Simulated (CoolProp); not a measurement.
Properties of carbon dioxide along the isobar 392 bar (Tc = 304.1 K, pc = 73.77 bar, ω = 0.224).

Computed with CoolProp (reference Helmholtz-energy equation of state, Span 1996).

| T (K) | phase | density (kg/m³) | Joule-Thomson coefficient (K/MPa) | expansivity (1/kK) | Prandtl number |
|---|---|---|---|---|---|
| 228.7 | liquid | 1209 | -0.2164 | 2.318 | 2.60 |
| 235.1 | liquid | 1191 | -0.2068 | 2.375 | (withheld) |
| 241.5 | liquid | 1173 | -0.1959 | 2.437 | 2.35 |
| 247.9 | liquid | 1154 | (withheld) | (withheld) | 2.24 |
| 254.3 | liquid | 1136 | -0.1697 | 2.575 | 2.15 |
| 260.7 | liquid | 1117 | -0.1543 | 2.651 | 2.07 |
| 267.1 | liquid | 1098 | (withheld) | 2.732 | 2.00 |
| 273.5 | liquid | 1078 | -0.1182 | 2.818 | 1.93 |
| 280 | liquid | 1059 | -0.09697 | 2.910 | 1.88 |
| 286.4 | liquid | 1039 | -0.07401 | 3.006 | 1.83 |
| 292.8 | liquid | 1019 | -0.04893 | 3.106 | 1.78 |
| 299.2 | liquid | 998.2 | -0.02162 | (withheld) | 1.74 |
| 305.6 | supercritical | 977.5 | 0.008062 | 3.319 | (withheld) |
| 312 | supercritical | (withheld) | 0.04023 | 3.431 | 1.68 |

Q: Fill in the missing entries.

A: 
- 235.1, Prandtl number: 2.47
- 247.9, Joule-Thomson coefficient (K/MPa): -0.1835
- 247.9, expansivity (1/kK): 2.504
- 267.1, Joule-Thomson coefficient (K/MPa): -0.1372
- 299.2, expansivity (1/kK): 3.211
- 305.6, Prandtl number: 1.71
- 312, density (kg/m³): 956.6

Viscosity comes from a separate model (Laesecke 2017). Thermal conductivity comes from a separate model (Huber 2016).
